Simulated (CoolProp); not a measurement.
Vapour-liquid equilibrium of n-hexane (1) + n-decane (2) at 347.9 K; x and y are mole fractions of (1).

Values from CoolProp's multi-fluid Helmholtz-energy mixture model, Thol 2019 and Lemmon 2006; pair parameters Kunz 2012.

| x | bubble pressure (kPa) | y at the bubble point | dew pressure at overall composition x (kPa) | liquid density (mol/L) |
|---|---|---|---|---|
| 0.05 | 8.566 | 0.643 | 3.356 | 4.910 |
| 0.125 | 16.75 | 0.831 | 3.636 | 5.033 |
| 0.2 | 25.11 | 0.896 | 3.966 | 5.161 |
| 0.275 | 33.64 | 0.929 | 4.362 | 5.297 |
| 0.35 | 42.33 | 0.949 | 4.847 | 5.439 |
| 0.425 | 51.19 | 0.962 | 5.452 | 5.589 |
| 0.5 | 60.17 | 0.972 | 6.229 | 5.748 |
| 0.575 | 69.27 | 0.979 | 7.265 | 5.915 |
| 0.65 | 78.45 | 0.985 | 8.714 | 6.091 |
| 0.725 | 87.70 | 0.989 | 10.88 | 6.276 |
| 0.8 | 96.99 | 0.993 | 14.49 | 6.472 |
| 0.875 | 106.3 | 0.996 | 21.67 | 6.679 |
| 0.95 | 115.7 | 0.998 | 42.93 | 6.896 |

No azeotrope shows between x = 0.05 and 0.95.

Pair parameters are fitted to limited data, so mixtures are less certain than the pure fluids.
